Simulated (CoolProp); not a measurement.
The numbers come from the reference Helmholtz-energy equation of state, Lemmon 2006 in CoolProp. It is a short technical equation, of lower accuracy than the large ones.

Give the vapour pressure (MPa), vapour Z, liquid viscosity (µPa s), vapour viscosity (µPa s) of saturated n-nonane at 214.05 °C.


```
T (°C)  p (MPa)  vapour Z  liquid viscosity (µPa s)  vapour viscosity (µPa s)
------  -------  --------  ------------------------  ------------------------
214.05    0.420     0.842                       131                      8.67
```

Viscosity comes from a separate model (Huber 2004).
